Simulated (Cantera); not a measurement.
Cantera run:

```python
import numpy as np
import cantera as ct

gas_names = """
    CL CL2 H HCL H2 Si SiCL SiCL2 SiCL3 SiCL4 SiH SiHCL3 SiH2 SiH2CL2 SiH3 SiH3CL SiH4 Si2 Si3
""".split()
cond_names = """
    Si(cr) Si(L)
""".split()


# ... load() reads the species with a 1 bar reference pressure and builds the phases ...
atoms = {
    'SiHCl3': {'Si': 1, 'H': 1, 'CL': 3},
    'HCl': {'H': 1, 'CL': 1},
    'H2': {'H': 2},
}
top_T = {}  # K; cautious upper limits of use, not melting points


# ... equilibrate(T, P, feed) seeds the gas with the atoms and calls Mixture.equilibrate('TP', solver="vcs", rtol=1e-11, max_steps=5000) ...
results = []
T = 1875  # K
P = 13332.2  # Pa
for m in [0.055, 0.084, 0.13, 0.2, 0.3, 0.46, 0.69, 1.1, 1.6, 2.5, 3.8]:
    feed = {'SiHCl3': 1, 'HCl': m, 'H2': 23}  # mol
    mix = equilibrate(T, P, feed)
    results.append((T, P, feed, dict(zip(mix.species_names, mix.species_moles))))
    x = sorted(zip(gas.X, gas.species_names), reverse=True)
    print(f"T = {T:g} K  P = {P:g} Pa  n(HCl) = {m:g} mol  gas = {mix.phase_moles(0):.4g} mol")
    print("   x: " + "  ".join(f"{s} {v:.3e}" for v, s in x if v > 0.001))
    print("   condensed (mol): " + ("  ".join(f"{mix.phase(i).name} {mix.phase_moles(i):.4g}"
          for i in range(1, mix.n_phases) if mix.phase_moles(i) > 1e-12) or "none"))
```

Result:

```
T = 1875 K  P = 13332.2 Pa  n(HCl) = 0.055 mol  gas = 25.08 mol
   x: H2 8.970e-01  HCL 8.048e-02  SiCL2 2.018e-02  H 1.700e-03
   condensed (mol): Si(L) 0.4812
T = 1875 K  P = 13332.2 Pa  n(HCl) = 0.084 mol  gas = 25.11 mol
   x: H2 8.963e-01  HCL 8.096e-02  SiCL2 2.043e-02  H 1.700e-03
   condensed (mol): Si(L) 0.474
T = 1875 K  P = 13332.2 Pa  n(HCl) = 0.13 mol  gas = 25.15 mol
   x: H2 8.951e-01  HCL 8.171e-02  SiCL2 2.085e-02  H 1.698e-03
   condensed (mol): Si(L) 0.4625
T = 1875 K  P = 13332.2 Pa  n(HCl) = 0.2 mol  gas = 25.22 mol
   x: H2 8.933e-01  HCL 8.285e-02  SiCL2 2.147e-02  H 1.697e-03
   condensed (mol): Si(L) 0.4448
T = 1875 K  P = 13332.2 Pa  n(HCl) = 0.3 mol  gas = 25.32 mol
   x: H2 8.908e-01  HCL 8.445e-02  SiCL2 2.237e-02  H 1.694e-03
   condensed (mol): Si(L) 0.4194
T = 1875 K  P = 13332.2 Pa  n(HCl) = 0.46 mol  gas = 25.48 mol
   x: H2 8.869e-01  HCL 8.693e-02  SiCL2 2.381e-02  H 1.691e-03
   condensed (mol): Si(L) 0.3782
T = 1875 K  P = 13332.2 Pa  n(HCl) = 0.69 mol  gas = 25.71 mol
   x: H2 8.813e-01  HCL 9.036e-02  SiCL2 2.589e-02  H 1.685e-03
   condensed (mol): Si(L) 0.3178
T = 1875 K  P = 13332.2 Pa  n(HCl) = 1.1 mol  gas = 26.12 mol
   x: H2 8.717e-01  HCL 9.611e-02  SiCL2 2.961e-02  H 1.676e-03
   condensed (mol): Si(L) 0.2075
T = 1875 K  P = 13332.2 Pa  n(HCl) = 1.6 mol  gas = 26.62 mol
   x: H2 8.607e-01  HCL 1.025e-01  SiCL2 3.414e-02  H 1.665e-03
   condensed (mol): Si(L) 0.0686
T = 1875 K  P = 13332.2 Pa  n(HCl) = 2.5 mol  gas = 27.52 mol
   x: H2 8.353e-01  HCL 1.266e-01  SiCL2 3.540e-02  H 1.641e-03
   condensed (mol): none
T = 1875 K  P = 13332.2 Pa  n(HCl) = 3.8 mol  gas = 28.81 mol
   x: H2 7.979e-01  HCL 1.656e-01  SiCL2 3.365e-02  H 1.604e-03
   condensed (mol): none
```

Cantera equilibrium calculation (NASA polynomials, part measured and part estimated; ideal gas, pure solids and liquids). The tables' values for SiCl3, SiCl are old estimates; treat these amounts as uncertain. Gases not in the tables: Si2H6 and higher silanes.
